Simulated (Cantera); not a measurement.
An isothermal, constant-pressure homogeneous reactor starts with NO : N2 = 1 : 12 (molar parts), at 2200 K and 760 Torr. Integrator tolerance rtol = 1e-08.

Cantera simulation using GRI-Mech 3.0 (53 species, 325 reactions); the numbers are that mechanism's predictions, not measurements.

Task: What does this change do: temperature 2200 to 1550 K?

Result: 
```
quantity                                             before                                    after
----------------  -----------------------------------------  ---------------------------------------
x(NO) at 20.0 s     0.00573 (gas-phase equilibrium 0.00573)  0.0729 (gas-phase equilibrium 0.000733)
x(N2O) at 20.0 s    3.54e-7 (gas-phase equilibrium 3.54e-7)  1.89e-6 (gas-phase equilibrium 4.92e-8)
x(N2) at 20.0 s         0.958 (gas-phase equilibrium 0.958)      0.925 (gas-phase equilibrium 0.961)
x(O) at 20.0 s    0.000508 (gas-phase equilibrium 0.000508)  3.90e-7 (gas-phase equilibrium 1.53e-6)
x(O2) at 20.0 s       0.0353 (gas-phase equilibrium 0.0353)   0.00197 (gas-phase equilibrium 0.0381)
```
